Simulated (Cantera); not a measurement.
Feed: 1 mol TiO2, 0.41 mol MgO, 0.22 mol O2, equilibrated at 0.00900 bar.

These are equilibrium values from Cantera (NASA tables, ideal gas, pure condensed phases), not measurements of a reactor. Candidate condensed phases: Mg, MgO, MgTiO3, MgTi2O5, Mg2TiO4, Ti, TiO, TiO2, Ti2O3, Ti3O5, Ti4O7; 9 gas species. Mutual solubility and eutectic melting of coexisting phases are not modelled. Condensed phases not in the tables: alloys, solid solutions and most ternary compounds. Rates play no part. All values below are at 850 °C.

Base state: O2 1.00 (mole fractions); condensed: MgTi2O5(s) + TiO2(rutile).

Q: What changes in the equilibrium state with this change: TiO2 replaced by SiO2?

A: 
```json
[
 {"species": "O2", "before": "1.00", "after": "1.00"},
 {"species": "MgTi2O5(s), mol", "before": "0.410", "after": "0"},
 {"species": "TiO2(rutile), mol", "before": "0.180", "after": "0"},
 {"species": "MgSiO3(s), mol", "before": "0", "after": "0.410"},
 {"species": "SiO2(β-quartz), mol", "before": "0", "after": "0.590"}
]
```
Further candidate phases: MgSiO3, Mg2SiO4, Si, SiO2.
